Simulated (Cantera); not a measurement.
A Cantera script and what it prints.

```python
import numpy as np
import cantera as ct

gas_names = """
    C CH CH2 CH3 CH2OH CH3O CH4 CH3OH CO CO2 COOH C2 C2H CHCO,ketyl C2H2,acetylene C2H2,vinylidene
    CH2CO,ketene C2H3,vinyl CH3CO,acetyl C2H4 C2H4O,ethylen CH3CHO,ethanal CH3COOH (HCOOH)2 C2H5 C2H6
    CH3OCH3 C2H5OH C2O C3 C3H3,propargyl C3H4,allene C3H4,propyne C3H4,cyclo- C3H5,allyl C3H6,propylene
    C3H6,cyclo- C3H6O C3H7,n-propyl C3H7,i-propyl C3H8 C3H8O,1propanol C3H8O,2propanol C3O2 C4 C4H2
    C4H4,1,3-cyclo- C4H6,butadiene C4H6,2-butyne C4H6,cyclo- C4H8,1-butene C4H8,cis2-buten
    C4H8,tr2-butene C4H8,isobutene C4H8,cyclo- (CH3COOH)2 C4H9,n-butyl C4H9,i-butyl C4H9,s-butyl
    C4H9,t-butyl C4H10,isobutane C4H10,n-butane C5 C5H6,1,3cyclo- C5H8,cyclo- C5H10,1-pentene
    C5H10,cyclo- C5H11,pentyl C5H11,t-pentyl C5H12,n-pentane C5H12,i-pentane CH3C(CH3)2CH3 C6H2
    C6H5,phenyl C6H5O,phenoxy C6H6 C6H5OH,phenol C6H10,cyclo- C6H12,1-hexene C6H12,cyclo- C6H13,n-hexyl
    C7H7,benzyl C7H8 C7H8O,cresol C7H14,1-heptene C7H15,n-heptyl C7H16,n-heptane C8H8,styrene
    C8H10,ethylbenz C8H16,1-octene C8H17,n-octyl C8H18,isooctane C8H18,n-octane C9H19,n-nonyl
    C10H8,naphthale C10H21,n-decyl C12H9,o-bipheny C12H10,bipheny Fe FeC5O5 FeO Fe(OH)2 H HCO HO2 H2
    HCHO,formaldehy HCOOH H2O H2O2 O OH O2 O3
""".split()
cond_names = """
    C(gr) C6H6(L) C7H8(L) C8H18(L),n-octa Fe(a) Fe(c) Fe(d) Fe(L) FeC5O5(L) FeO(s) FeO(L) Fe(OH)2(s)
    Fe(OH)3(s) Fe2O3(s) Fe3O4(s) H2O(s) H2O(L)
""".split()


def load(file, names, dense=False):
    # The tables refer to 1 bar. Condensed volumes are neglected.
    table = {s.name: s for s in ct.Species.list_from_file(file)}
    out = []
    for n in names:
        d = dict(table[n].input_data)
        d["thermo"] = dict(d["thermo"], **{"reference-pressure": 1e5})
        if dense:
            d["equation-of-state"] = {"model": "constant-volume", "density": "1e6 g/cm^3"}
        out.append(ct.Species.from_dict(d))
    return out


gas = ct.Solution(thermo="ideal-gas", species=load("nasa_gas.yaml", gas_names))
cond = {s.name: ct.Solution(thermo="fixed-stoichiometry", species=[s], name=s.name)
        for s in load("nasa_condensed.yaml", cond_names, dense=True)}
atoms = {
    'Fe(CO)5': {'Fe': 1, 'C': 5, 'O': 5},
    'H2': {'H': 2},
    'O2': {'O': 2},
}
top_T = {'C(gr)': 4500, 'Fe2O3(s)': 1830, 'Fe3O4(s)': 1870}  # K; cautious upper limits of use, not melting points


def equilibrate(T, P, feed):
    n = {}
    for name, mol in feed.items():
        for a, k in atoms[name].items():
            n[a] = n.get(a, 0.0) + k * mol
    gas.TPX = T, P, n
    mass = sum(n.values()) * gas.mean_molecular_weight
    gas.equilibrate("TP")
    valid = [c for c in cond.values() if c.min_temp <= T <= top_T.get(c.name, c.max_temp)]
    mix = ct.Mixture([(gas, mass / gas.mean_molecular_weight)] + [(c, 0.0) for c in valid])
    mix.T, mix.P = T, P
    mix.equilibrate("TP", solver="vcs", rtol=1e-11, max_steps=5000)
    return mix


results = []
feed = {'Fe(CO)5': 1, 'H2': 0.32, 'O2': 0.13}  # mol
T = 1223.15  # K
P = 10000  # Pa
mix = equilibrate(T, P, feed)
results.append((T, P, feed, dict(zip(mix.species_names, mix.species_moles))))
print(gas.report(threshold=1e-05))
for i in range(1, mix.n_phases):
    print(f"{mix.phase(i).name:16s} {mix.phase_moles(i):12.5e} mol")
```

Result:

```
       temperature   1223.2 K
          pressure   10000 Pa
           density   0.026774 kg/m^3
  mean mol. weight   27.228 kg/kmol
   phase of matter   gas

                          1 kg             1 kmol
                     ---------------   ---------------
          enthalpy       -3.2196e+06       -8.7663e+07  J
   internal energy       -3.5931e+06       -9.7833e+07  J
           entropy            9617.5        2.6187e+05  J/K
    Gibbs function       -1.4983e+07       -4.0797e+08  J
 heat capacity c_p            1286.5             35029  J/K
 heat capacity c_v            981.14             26715  J/K

                      mass frac. Y      mole frac. X     chem. pot. / RT
                     ---------------   ---------------   ---------------
                CO           0.92077           0.89507           -39.435
               CO2           0.07237          0.044775           -73.332
                H2         0.0041502          0.056053           -23.213
               H2O         0.0027105         0.0040968            -57.11
     [ +110 minor]        7.6484e-08        3.3312e-07

C(gr)             0.00000e+00 mol
Fe(c)             1.00000e+00 mol
FeC5O5(L)         0.00000e+00 mol
FeO(s)            0.00000e+00 mol
Fe(OH)2(s)        0.00000e+00 mol
Fe(OH)3(s)        0.00000e+00 mol
Fe2O3(s)          0.00000e+00 mol
Fe3O4(s)          0.00000e+00 mol
```

Cantera equilibrium calculation (NASA polynomials, part measured and part estimated; ideal gas, pure solids and liquids).
